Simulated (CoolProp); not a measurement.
Values from CoolProp's reference Helmholtz-energy equation of state, Gao 2022.

### Question
For n-perfluorohexane, give the phase and the density (kg/m³), cp (kJ/(kg K)), speed of sound (m/s), Joule-Thomson coefficient (K/MPa) at 176.85 °C and 639 kPa; 176.85 °C and 2690 kPa; 176.85 °C and 4350 kPa.

### Answer
- 176.85 °C and 639 kPa: gas; density 67.2, cp 1.04, speed of sound 92.0, Joule-Thomson coefficient 9.91
- 176.85 °C and 2690 kPa: supercritical; density 1040, cp 1.42, speed of sound 111, Joule-Thomson coefficient 2.25
- 176.85 °C and 4350 kPa: supercritical; density 1150, cp 1.28, speed of sound 169, Joule-Thomson coefficient 0.819
